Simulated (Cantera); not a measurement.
An adiabatic, constant-volume homogeneous reactor starts with 7.80 % CH₄, 0.452 % CO, 19.3 % O₂, 72.5 % N₂, equivalence ratio 0.82, at 1200 K and 7500 Torr.

Cantera simulation using GRI-Mech 3.0 (53 species, 325 reactions); the numbers are that mechanism's predictions, not measurements.

Predict: time of steepest temperature rise; temperature at 2.00 s; equilibrium temperature; x(CO) at 2.00 s; x(O₂) at 2.00 s; x(HO₂) at 2.00 s; x(NO) at 2.00 s.


```json
{
 "time_of_steepest_temperature_rise": "4.44 ms",
 "temperature at 2.00 s": "2882 K",
 "equilibrium_temperature": "2882 K",
 "x(CO) at 2.00 s": "0.0158 (gas-phase equilibrium 0.0158)",
 "x(O₂) at 2.00 s": "0.0321 (gas-phase equilibrium 0.0321)",
 "x(HO₂) at 2.00 s": "2.19e-5 (gas-phase equilibrium 2.19e-5)",
 "x(NO) at 2.00 s": "0.0153 (gas-phase equilibrium 0.0153)"
}
```
